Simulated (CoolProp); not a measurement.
Vapour-liquid equilibrium of R143a (1) + propane (2) at -69.85 °C; x and y are mole fractions of (1).

The numbers come from the multi-fluid Helmholtz-energy mixture model, Lemmon and Jacobsen 2000 and Lemmon 2009; pair parameters Bell 2016 in CoolProp.

```tsv
x	bubble pressure (kPa)	y at the bubble point	dew pressure at overall composition x (kPa)	liquid density (mol/L)
0.05	31.94	0.260	?	13.86
0.2	41.00	0.473	29.91	13.85
0.35	42.86	0.519	?	?
0.5	43.19	0.537	?	?
0.65	43.03	?	40.58	?
0.8	41.33	0.627	35.67	14.27
0.95	34.67	0.833	31.42	14.50
```

Problem. What belongs in the gaps?

Solution. 
- 0.05, dew pressure at overall composition x (kPa): 25.77
- 0.35, dew pressure at overall composition x (kPa): 35.40
- 0.35, liquid density (mol/L): 13.87
- 0.5, dew pressure at overall composition x (kPa): 42.16
- 0.5, liquid density (mol/L): 13.95
- 0.65, y at the bubble point: 0.561
- 0.65, liquid density (mol/L): 14.08

y crosses x between x = 0.5 and 0.65: the model has an azeotrope there.

The pair parameters rest on a limited set of measurements; away from them the model extrapolates. With so large a gap from Raoult's law the liquid may split in two, which this calculation doesn't test in full.
